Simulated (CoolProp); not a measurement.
Vapour-liquid equilibrium of propylene (1) + n-heptane (2) at 73 kPa; x and y are mole fractions of (1).

The numbers come from the multi-fluid Helmholtz-energy mixture model, Lemmon 2013 and Span 2003; pair parameters Bell 2016 in CoolProp.

```json
[
 {"x": "0.05", "bubble temperature (K)": "308.2", "y at the bubble point": "0.868", "dew temperature at overall composition x (K)": "?", "liquid density (mol/L)": "6.874"},
 {"x": "0.15", "bubble temperature (K)": "263.1", "y at the bubble point": "0.990", "dew temperature at overall composition x (K)": "355.6", "liquid density (mol/L)": "7.684"},
 {"x": "0.25", "bubble temperature (K)": "245.5", "y at the bubble point": "?", "dew temperature at overall composition x (K)": "351.8", "liquid density (mol/L)": "8.319"},
 {"x": "0.35", "bubble temperature (K)": "?", "y at the bubble point": "0.999", "dew temperature at overall composition x (K)": "347.6", "liquid density (mol/L)": "8.941"},
 {"x": "0.45", "bubble temperature (K)": "230.7", "y at the bubble point": "0.999", "dew temperature at overall composition x (K)": "342.9", "liquid density (mol/L)": "9.592"},
 {"x": "0.55", "bubble temperature (K)": "227.2", "y at the bubble point": "1.000", "dew temperature at overall composition x (K)": "337.4", "liquid density (mol/L)": "10.29"},
 {"x": "0.65", "bubble temperature (K)": "224.9", "y at the bubble point": "1.000", "dew temperature at overall composition x (K)": "?", "liquid density (mol/L)": "11.07"},
 {"x": "0.75", "bubble temperature (K)": "223.1", "y at the bubble point": "1.000", "dew temperature at overall composition x (K)": "322.5", "liquid density (mol/L)": "?"},
 {"x": "0.85", "bubble temperature (K)": "221.4", "y at the bubble point": "1.000", "dew temperature at overall composition x (K)": "310.9", "liquid density (mol/L)": "?"},
 {"x": "0.95", "bubble temperature (K)": "?", "y at the bubble point": "1.000", "dew temperature at overall composition x (K)": "289.1", "liquid density (mol/L)": "14.06"}
]
```

Question: What belongs in the gaps?

Answer: 
- 0.05, dew temperature at overall composition x (K): 359.1
- 0.25, y at the bubble point: 0.998
- 0.35, bubble temperature (K): 236.2
- 0.65, dew temperature at overall composition x (K): 330.8
- 0.75, liquid density (mol/L): 11.93
- 0.85, liquid density (mol/L): 12.92
- 0.95, bubble temperature (K): 219.6

No azeotrope shows between x = 0.05 and 0.95.

The pair parameters rest on a limited set of measurements; away from them the model extrapolates. The gap from Raoult's law changes sign with composition, which may be real or a fault of the pair parameters; it wasn't checked against measurements.
